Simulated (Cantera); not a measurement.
Feed: 1 mol Fe(CO)₅, 0.14 mol O₂, 5.2 mol N₂, held at 16.0 Pa.

Cantera equilibrium calculation (NASA polynomials, part measured and part estimated; ideal gas, pure solids and liquids). Candidate condensed phases: C, Fe, Fe(CO)₅, FeO, Fe₂O₃, Fe₃O₄; 27 gas species. Rates play no part.

log p: log10 of the partial pressure in bar; n: condensed amount in mol.

```
T (K)  log p N₂  log p CO  log p CO₂  log p Fe  log p FeO  log p NO  log p O  n Fe(α)  n Fe(γ)
-----  --------  --------  ---------  --------  ---------  --------  -------  -------  -------
1048      -4.09     -4.13      -5.36    -12.85       <-15      <-15     <-15     1.00        0
1098      -4.09     -4.13      -5.36    -11.93       <-15      <-15     <-15     1.00        0
1148      -4.09     -4.13      -5.36    -11.10     -15.51    -15.08     <-15    1.000        0
1198      -4.09     -4.13      -5.36       ___        ___       ___     <-15        0    1.000
1248      -4.09     -4.13      -5.36     -9.63     -13.63    -13.72   -15.69        0    1.000
1298      -4.09     -4.13      -5.36       ___        ___       ___      ___        0    1.000
1348      -4.09     -4.13      -5.36     -8.39     -12.04    -12.56   -14.03        0    1.000
1398      -4.09     -4.13      -5.36     -7.84     -11.33    -12.05   -13.29        0    0.999
1448      -4.09     -4.13      -5.36     -7.32     -10.67    -11.57   -12.60        0    0.997
1498      -4.09     -4.13      -5.36     -6.84     -10.06    -11.12   -11.95        0    0.991
```

What belongs in the gaps?


- 1298, log p Fe: -8.99
- 1298, log p FeO: -12.80
- 1298, log p NO: -13.12
- 1298, log p O: -14.83
- 1198, log p Fe: -10.33
- 1198, log p FeO: -14.53
- 1198, log p NO: -14.37
